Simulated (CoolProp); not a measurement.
Saturation properties of nitrous oxide.

Computed with CoolProp (reference Helmholtz-energy equation of state, Lemmon 2006). It is a short technical equation, of lower accuracy than the large ones.

```json
[
 {"T (°C)": "-31.65", "p (MPa)": "1.248", "enthalpy of vaporisation (kJ/kg)": "297.5", "liquid cp (kJ/(kg K))": "1.893", "vapour Z": "0.8478"},
 {"T (°C)": "-29.35", "p (MPa)": "1.345", "enthalpy of vaporisation (kJ/kg)": "293.5", "liquid cp (kJ/(kg K))": "1.908", "vapour Z": "0.8397"},
 {"T (°C)": "-27.05", "p (MPa)": "1.448", "enthalpy of vaporisation (kJ/kg)": "289.5", "liquid cp (kJ/(kg K))": "1.925", "vapour Z": "0.8314"},
 {"T (°C)": "-24.75", "p (MPa)": "1.556", "enthalpy of vaporisation (kJ/kg)": "285.4", "liquid cp (kJ/(kg K))": "1.943", "vapour Z": "0.8228"},
 {"T (°C)": "-22.45", "p (MPa)": "1.669", "enthalpy of vaporisation (kJ/kg)": "281.2", "liquid cp (kJ/(kg K))": "1.962", "vapour Z": "0.8140"},
 {"T (°C)": "-20.15", "p (MPa)": "1.789", "enthalpy of vaporisation (kJ/kg)": "276.8", "liquid cp (kJ/(kg K))": "1.983", "vapour Z": "0.8048"},
 {"T (°C)": "-17.85", "p (MPa)": "1.915", "enthalpy of vaporisation (kJ/kg)": "272.4", "liquid cp (kJ/(kg K))": "2.006", "vapour Z": "0.7954"},
 {"T (°C)": "-15.55", "p (MPa)": "2.047", "enthalpy of vaporisation (kJ/kg)": "267.8", "liquid cp (kJ/(kg K))": "2.030", "vapour Z": "0.7856"},
 {"T (°C)": "-13.25", "p (MPa)": "2.186", "enthalpy of vaporisation (kJ/kg)": "263.0", "liquid cp (kJ/(kg K))": "2.057", "vapour Z": "0.7755"},
 {"T (°C)": "-11.05", "p (MPa)": "2.325", "enthalpy of vaporisation (kJ/kg)": "258.4", "liquid cp (kJ/(kg K))": "2.085", "vapour Z": "0.7656"},
 {"T (°C)": "-8.75", "p (MPa)": "2.477", "enthalpy of vaporisation (kJ/kg)": "253.4", "liquid cp (kJ/(kg K))": "2.117", "vapour Z": "0.7548"},
 {"T (°C)": "-6.45", "p (MPa)": "2.636", "enthalpy of vaporisation (kJ/kg)": "248.2", "liquid cp (kJ/(kg K))": "2.152", "vapour Z": "0.7437"},
 {"T (°C)": "-4.15", "p (MPa)": "2.802", "enthalpy of vaporisation (kJ/kg)": "242.8", "liquid cp (kJ/(kg K))": "2.191", "vapour Z": "0.7322"},
 {"T (°C)": "-1.85", "p (MPa)": "2.977", "enthalpy of vaporisation (kJ/kg)": "237.3", "liquid cp (kJ/(kg K))": "2.234", "vapour Z": "0.7203"}
]
```

It boils at -88.5 °C under 1 atm.
